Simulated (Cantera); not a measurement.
Feed: 1 mol Si3N4, 0.19 mol N2O, 7.2 mol H2, equilibrated at 1 atm.

These are equilibrium values from Cantera (NASA tables, ideal gas, pure condensed phases), not measurements of a reactor. Candidate condensed phases: H2O, Si, SiO2, Si2N2O, Si3N4; 35 gas species. Mutual solubility and eutectic melting of coexisting phases are not modelled. Gases not in the tables: Si2H6 and higher silanes. Kinetics and transport are ignored.

Question: Which condensed phases are stable at each of these points (T (°C)): 1250, 1300, 1350, 1400, 1450, 1500, 1550, 1600, 1650?

Answer: 
```csv
T (°C),condensed phases,Si condensed (%)
1250,Si2N2O(s) + Si3N4(s),100.0
1300,Si2N2O(s) + Si3N4(s),100.0
1350,Si2N2O(s) + Si3N4(s),100.0
1400,Si2N2O(s) + Si3N4(s),100.0
1450,Si2N2O(s) + Si3N4(s),100.0
1500,Si2N2O(s) + Si3N4(s),100.0
1550,Si2N2O(s) + Si3N4(s),99.9
1600,Si2N2O(s) + Si3N4(s),99.8
1650,Si(l) + Si2N2O(s) + Si3N4(s),99.5
```

From 1250 °C to 1600 °C the condensed part is Si2N2O(s) + Si3N4(s). At 1650 °C the condensed part is Si(l) + Si2N2O(s) + Si3N4(s).
